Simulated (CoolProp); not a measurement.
A single-stage vapour-compression cycle with n-pentane: evaporating at 324.15 K (dew point), condensing at 381.15 K (bubble point), superheat 10 K, subcooling 5 K, compressor efficiency 0.7, no pressure losses. Each further row changes one setting.

Values from CoolProp's reference Helmholtz-energy equation of state, Thol 2019.

| case | cooling COP | pressure ratio | discharge temperature (K) | refrigerating effect (kJ/kg) | volumetric capacity (kJ/m³) |
|---|---|---|---|---|---|
| as stated | 3.05 | 4.30 | 382.6 | 229 | 1030 |
| evaporating temperature 329.15 K | 3.50 | 3.70 | 383.0 | 237 | 1230 |
| condensing temperature 376.15 K | 3.48 | 3.86 | 378.7 | 243 | 1100 |
| subcooling 10 K | 3.23 | 4.30 | 382.6 | 243 | 1100 |
| superheat 20 K | 3.16 | 4.30 | 392.4 | 248 | 1080 |
| compressor efficiency 0.6 | 2.61 | 4.30 | 388.1 | 229 | 1030 |
